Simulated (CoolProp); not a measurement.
Vapour-liquid equilibrium of m-xylene (1) + n-decane (2) at 326.2 K; x and y are mole fractions of (1).

Model: multi-fluid Helmholtz-energy mixture model, Zhou 2012 and Lemmon 2006; pair parameters Bell 2016, in CoolProp.

```
x     bubble pressure, mixture model (MPa)  bubble pressure, Raoult's law (MPa)  y, mixture model  y, Raoult's law
----  ------------------------------------  -----------------------------------  ----------------  ---------------
0.05                              0.001272                             0.001234             0.218            0.195
0.2                               0.001895                             0.001798             0.554            0.535
0.35                              0.002463                             0.002362             0.717            0.712
0.5                               0.003005                             0.002926             0.818            0.821
0.65                              0.003540                             0.003490             0.889            0.895
0.8                               0.004078                             0.004054             0.944            0.948
0.95                              0.004623                             0.004618             0.987            0.989
```

The largest gap from Raoult's law is +5.4 % in bubble pressure, at x = 0.2. No azeotrope shows between x = 0.05 and 0.95.

Pair parameters are fitted to limited data, so mixtures are less certain than the pure fluids.
